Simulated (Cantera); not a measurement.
# Diamond growth

A diamond (100) surface in a fixed gas of H2 with x(CH4) = 0.014, x(H) = 0.00023, x(CH3) = 6.9e-05, 5800 Pa; coverages are run to steady state.

Cantera simulation using the Harris–Goodwin 1993 mechanism for the reconstructed diamond (100) surface; the numbers are that mechanism's predictions, not measurements.

```csv
T (K),growth (µm/h),θ c6HH,θ c6H*,θ c6*H,θ c6**,θ c6HM
925,0.985,0.543,0.00965,0.248,0.00348,0.154
1000,0.978,0.551,0.0158,0.324,0.00603,0.0749
1075,0.485,0.552,0.0231,0.388,0.00867,0.0186
1150,0.211,0.538,0.0293,0.416,0.0103,0.00324
1225,0.139,0.533,0.0344,0.419,0.0108,0.000561
1300,0.0938,0.544,0.0380,0.406,0.0105,0.000104
1375,0.0367,0.566,0.0404,0.383,0.00972,2.18e-5
```
θ: site fractions in the mechanism's names (c6HH fully hydrogenated, c6H* and c6*H radical sites, c6** diradical, c6HM methylated).
